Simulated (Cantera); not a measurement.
Cantera run:

```python
import numpy as np
import cantera as ct

gas_names = """
    AL F2 ALF3 H2 HF
""".split()
cond_names = """
    AL(cr) AL(L)
""".split()


def load(file, names, dense=False):
    # The tables refer to 1 bar. Condensed volumes are neglected.
    table = {s.name: s for s in ct.Species.list_from_file(file)}
    out = []
    for n in names:
        d = dict(table[n].input_data)
        d["thermo"] = dict(d["thermo"], **{"reference-pressure": 1e5})
        if dense:
            d["equation-of-state"] = {"model": "constant-volume", "density": "1e6 g/cm^3"}
        out.append(ct.Species.from_dict(d))
    return out


species = {s.name: s for s in load("nasa_gas.yaml", gas_names) + load("nasa_condensed.yaml", cond_names)}
# Each term lists the table entries of one substance; the one whose range holds T is used.
reactions = {
    '2 Al(g) + 3 F2(g) = 2 AlF3(g)':
        [(-2, ['AL']), (-3, ['F2']), (2, ['ALF3'])],
    '3 H2(g) + 2 AlF3(g) = 2 Al + 6 HF(g)':
        [(-3, ['H2']), (-2, ['ALF3']), (2, ['AL(cr)', 'AL(L)']), (6, ['HF'])],
}


def pick(names, T):
    return next(species[n] for n in names if species[n].thermo.min_temp <= T <= species[n].thermo.max_temp)


results = []
for label, terms in reactions.items():
    print(label)
    print("     T/K   dH/kJ  dS/(J/K)   dG/kJ   log10 K")
    for T in [300, 1525, 1550, 1575, 1600, 1625]:
        used = [(nu, pick(names, T)) for nu, names in terms]
        dH = sum(nu * s.thermo.h(T) for nu, s in used) / 1e6
        dS = sum(nu * s.thermo.s(T) for nu, s in used) / 1e3
        dG = dH - T * dS / 1e3
        logK = -dG * 1e6 / (ct.gas_constant * T * np.log(10))
        results.append((label, T, dH, dS, dG, logK, [s.name for _, s in used]))
        print(f"{T:8g} {dH:8.1f} {dS:8.1f} {dG:8.1f} {logK:8.2f}")
```

Result:

```
2 Al(g) + 3 F2(g) = 2 AlF3(g)
     T/K   dH/kJ  dS/(J/K)   dG/kJ   log10 K
     300  -3078.0   -384.2  -2962.8   515.86
    1525  -3073.3   -381.2  -2492.0    85.35
    1550  -3073.1   -381.1  -2482.4    83.66
    1575  -3073.0   -381.0  -2472.9    82.01
    1600  -3072.8   -380.9  -2463.4    80.42
    1625  -3072.6   -380.8  -2453.9    78.88
3 H2(g) + 2 AlF3(g) = 2 Al + 6 HF(g)
     T/K   dH/kJ  dS/(J/K)   dG/kJ   log10 K
     300    783.3    153.9    737.2  -128.35
    1525    800.1    172.7    536.8   -18.39
    1550    800.0    172.6    532.5   -17.94
    1575    800.0    172.6    528.2   -17.52
    1600    799.9    172.5    523.9   -17.10
    1625    799.9    172.5    519.6   -16.70
```

Standard-state values (1 bar) from the NASA 1993 polynomials, evaluated with Cantera. Condensed species are held in their standard states even where they would react or evaporate.
